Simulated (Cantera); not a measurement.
A Cantera script and what it prints.

```python
import numpy as np
import cantera as ct

gas_names = """
    CL CL2 H HCL H2 N NH NH2 NH3 N2 N2H2 N2H4 Si SiCL SiCL2 SiCL3 SiCL4 SiH SiHCL3 SiH2 SiH2CL2 SiH3
    SiH3CL SiH4 SiN Si2 Si2N Si3
""".split()
cond_names = """
    NH4CL(a) NH4CL(b) Si(cr) Si(L) Si3N4(a)
""".split()


# ... load() reads the species with a 1 bar reference pressure and builds the phases ...
atoms = {
    'SiHCl3': {'Si': 1, 'H': 1, 'CL': 3},
    'NH3': {'N': 1, 'H': 3},
    'H2': {'H': 2},
}
top_T = {'Si3N4(a)': 2400}  # K; cautious upper limits of use, not melting points


# ... equilibrate(T, P, feed) seeds the gas with the atoms and calls Mixture.equilibrate('TP', solver="vcs", rtol=1e-11, max_steps=5000) ...
results = []
feed = {'SiHCl3': 1, 'NH3': 3.5, 'H2': 0.24}  # mol
P = 7700  # Pa
for T in [950, 1050, 1150, 1250, 1350, 1450, 1550, 1650, 1750, 1850, 1950, 2050]:
    mix = equilibrate(T, P, feed)
    results.append((T, P, feed, dict(zip(mix.species_names, mix.species_moles))))
    x = sorted(zip(gas.X, gas.species_names), reverse=True)
    print(f"T = {T:g} K  P = {P:g} Pa  gas = {mix.phase_moles(0):.4g} mol")
    print("   x: " + "  ".join(f"{s} {v:.3e}" for v, s in x if v > 1e-06))
    print("   condensed (mol): " + ("  ".join(f"{mix.phase(i).name} {mix.phase_moles(i):.4g}"
          for i in range(1, mix.n_phases) if mix.phase_moles(i) > 1e-12) or "none"))
```

Output:

```
T = 950 K  P = 7700 Pa  gas = 8.532 mol
   x: H2 5.551e-01  HCL 2.937e-01  N2 1.366e-01  SiCL4 1.439e-02  SiHCL3 1.247e-04  NH3 9.708e-06  SiCL3 5.331e-06
   condensed (mol): Si3N4(a) 0.292
T = 1050 K  P = 7700 Pa  gas = 8.54 mol
   x: H2 5.490e-01  HCL 3.046e-01  N2 1.347e-01  SiCL4 1.150e-02  SiHCL3 2.151e-04  SiCL3 3.356e-05  NH3 4.876e-06  SiCL2 1.776e-06
   condensed (mol): Si3N4(a) 0.2999
T = 1150 K  P = 7700 Pa  gas = 8.546 mol
   x: H2 5.447e-01  HCL 3.121e-01  N2 1.334e-01  SiCL4 9.370e-03  SiHCL3 3.322e-04  SiCL3 1.504e-04  SiCL2 2.639e-05  NH3 2.756e-06  SiH2CL2 1.478e-06
   condensed (mol): Si3N4(a) 0.3052
T = 1250 K  P = 7700 Pa  gas = 8.552 mol
   x: H2 5.419e-01  HCL 3.165e-01  N2 1.326e-01  SiCL4 7.696e-03  SiCL3 5.171e-04  SiHCL3 4.688e-04  SiCL2 2.487e-04  SiH2CL2 3.886e-06  NH3 1.708e-06  H 1.282e-06
   condensed (mol): Si3N4(a) 0.3079
T = 1350 K  P = 7700 Pa  gas = 8.565 mol
   x: H2 5.408e-01  HCL 3.164e-01  N2 1.330e-01  SiCL4 6.142e-03  SiCL2 1.615e-03  SiCL3 1.410e-03  SiHCL3 6.012e-04  SiH2CL2 8.582e-06  H 6.316e-06  CL 3.078e-06  NH3 1.143e-06
   condensed (mol): Si3N4(a) 0.3054
T = 1450 K  P = 7700 Pa  gas = 8.606 mol
   x: H2 5.428e-01  HCL 3.058e-01  N2 1.361e-01  SiCL2 7.366e-03  SiCL4 4.313e-03  SiCL3 2.949e-03  SiHCL3 6.600e-04  H 2.511e-05  SiH2CL2 1.564e-05  CL 1.152e-05
   condensed (mol): Si3N4(a) 0.2894
T = 1550 K  P = 7700 Pa  gas = 8.704 mol
   x: H2 5.501e-01  HCL 2.755e-01  N2 1.444e-01  SiCL2 2.279e-02  SiCL3 4.288e-03  SiCL4 2.247e-03  SiHCL3 5.517e-04  H 8.418e-05  CL 3.365e-05  SiH2CL2 2.209e-05  SiCL 1.065e-06
   condensed (mol): Si3N4(a) 0.2466
T = 1650 K  P = 7700 Pa  gas = 8.86 mol
   x: H2 5.626e-01  HCL 2.262e-01  N2 1.577e-01  SiCL2 4.779e-02  SiCL3 4.158e-03  SiCL4 7.938e-04  SiHCL3 3.315e-04  H 2.456e-04  CL 7.741e-05  SiH2CL2 2.363e-05  SiCL 9.823e-06
   condensed (mol): Si3N4(a) 0.1765
T = 1750 K  P = 7700 Pa  gas = 9.03 mol
   x: H2 5.767e-01  HCL 1.725e-01  N2 1.720e-01  SiCL2 7.461e-02  SiCL3 2.977e-03  H 6.365e-04  SiCL4 2.111e-04  SiHCL3 1.561e-04  CL 1.469e-04  SiCL 6.280e-05  SiH2CL2 2.052e-05  Si 8.483e-06  SiH2 5.227e-06  SiH 2.365e-06
   condensed (mol): Si3N4(a) 0.09839
T = 1850 K  P = 7700 Pa  gas = 9.24 mol
   x: H2 5.797e-01  N2 1.894e-01  HCL 1.354e-01  SiCL2 9.137e-02  SiCL3 1.839e-03  H 1.478e-03  SiCL 2.681e-04  CL 2.624e-04  Si 8.375e-05  SiHCL3 6.590e-05  SiCL4 5.446e-05  SiH2 2.444e-05  SiH 1.754e-05  SiH2CL2 1.471e-05  Si2N 5.910e-06  SiN 3.879e-06  SiH3CL 1.017e-06
   condensed (mol): Si(L) 0.1336
T = 1950 K  P = 7700 Pa  gas = 9.257 mol
   x: H2 5.746e-01  N2 1.890e-01  HCL 1.416e-01  SiCL2 8.866e-02  H 3.132e-03  SiCL3 1.265e-03  SiCL 6.098e-04  CL 5.783e-04  Si 3.092e-04  SiH 4.976e-05  SiH2 4.557e-05  SiHCL3 3.208e-05  SiCL4 2.244e-05  Si2N 1.512e-05  SiN 1.098e-05  SiH2CL2 8.739e-06  Si2 2.832e-06
   condensed (mol): Si(L) 0.1571
T = 2050 K  P = 7700 Pa  gas = 9.286 mol
   x: H2 5.685e-01  N2 1.884e-01  HCL 1.467e-01  SiCL2 8.558e-02  H 6.164e-03  SiCL 1.273e-03  CL 1.177e-03  Si 1.004e-03  SiCL3 8.942e-04  SiH 1.271e-04  SiH2 7.966e-05  Si2N 3.515e-05  SiN 2.802e-05  SiHCL3 1.660e-05  Si2 1.170e-05  SiCL4 9.970e-06  SiH2CL2 5.423e-06  Si3 2.448e-06
   condensed (mol): Si(L) 0.1724
```

Equilibrium computed with Cantera from the NASA thermochemical tables; the gas is ideal and each condensed phase is pure. The tables' values for SiCl3, SiCl, SiN are old estimates; treat these amounts as uncertain. Gases not in the tables: Si2H6 and higher silanes.
